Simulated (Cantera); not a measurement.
A Cantera script and its output.

```python
import numpy as np
import cantera as ct

gas = ct.Solution("gri30.yaml")
gas.TPX = 1100, 1000000, {'CH4': 0.027, 'O2': 0.003, 'N2': 1}
reactor = ct.IdealGasConstPressureReactor(gas, energy="off", clone=False)
net = ct.ReactorNet([reactor])
net.rtol, net.atol = 1e-08, 1e-18
show = ['CH4', 'O2', 'C2H', 'CH2CO', 'CO', 'NO', 'C2H2']
times = np.geomspace(0.0001, 80, 9)

steps = ct.SolutionArray(gas, extra=["t"])
rows = []
print(f"{'t/s':>10s}{'T/K':>9s}{'P/Pa':>11s}" + "".join(f"{s:>11s}" for s in show))
for t in times:
    while net.time < t:
        t_next = net.step()
        steps.append(gas.state, t=t_next)
    rows.append([np.interp(t, steps.t, y) for y in (steps.T, steps.P, *steps(*show).X.T)])
    print(f"{t:10.3e}{rows[-1][0]:9.1f}{rows[-1][1]:11.4g}" + "".join(f"{x:11.3e}" for x in rows[-1][2:]))
rate = np.gradient(steps.T, steps.t)
print("integrator steps:", len(steps.t))
if steps.T.max() > steps.T[0] + 200:
    print(f"time of steepest temperature rise: {steps.t[rate.argmax()]:.4e} s")
gas.TPX = 1100, 1000000, {'CH4': 0.027, 'O2': 0.003, 'N2': 1}
gas.equilibrate("TP")
print(f"equilibrium (TP): T = {gas.T:.1f} K  " + "  ".join(f"{s} {gas[s].X[0]:.3e}" for s in show))
```

Output:

```
       t/s      T/K       P/Pa        CH4         O2        C2H      CH2CO         CO         NO       C2H2
 1.000e-04   1100.0      1e+06  2.621e-02  2.913e-03  1.003e-37  1.743e-25  2.684e-17  1.039e-23  1.556e-24
 5.469e-04   1100.0      1e+06  2.621e-02  2.913e-03  1.740e-33  1.787e-21  5.590e-15  1.628e-22  2.495e-21
 2.991e-03   1100.0      1e+06  2.621e-02  2.913e-03  3.696e-29  4.355e-17  2.471e-12  6.015e-21  1.169e-17
 1.636e-02   1100.0      1e+06  2.621e-02  2.912e-03  8.299e-26  9.978e-14  7.266e-10  1.385e-19  1.782e-14
 8.944e-02   1100.0      1e+06  2.621e-02  2.912e-03  6.956e-24  7.862e-12  3.478e-08  1.154e-18  1.385e-12
 4.891e-01   1100.0      1e+06  2.620e-02  2.906e-03  7.997e-22  6.678e-10  1.138e-06  1.675e-17  1.159e-10
 2.675e+00   1100.0      1e+06  2.609e-02  2.853e-03  3.940e-19  1.586e-07  2.872e-05  8.185e-16  2.744e-08
 1.463e+01   1100.0      1e+06  2.432e-02  1.652e-03  1.226e-15  4.178e-05  7.577e-04  7.216e-13  1.337e-05
 8.000e+01   1100.0      1e+06  2.256e-02  3.114e-06  9.056e-16  6.625e-07  2.008e-03  2.404e-12  1.878e-04
integrator steps: 1369
equilibrium (TP): T = 1100.0 K  CH4 1.871e-02  O2 5.560e-29  C2H 6.512e-17  CH2CO 1.916e-09  CO 5.767e-03  NO 1.536e-18  C2H2 1.483e-05
```

Computed with Cantera and GRI-Mech 3.0 (53 species, 325 reactions). GRI-Mech 3.0 stops at C3 and has no aromatics, soot or wall deposition, so with more carbon than oxygen in the feed, carbon stays in small species such as C2H2 where larger ones or solid carbon would form.
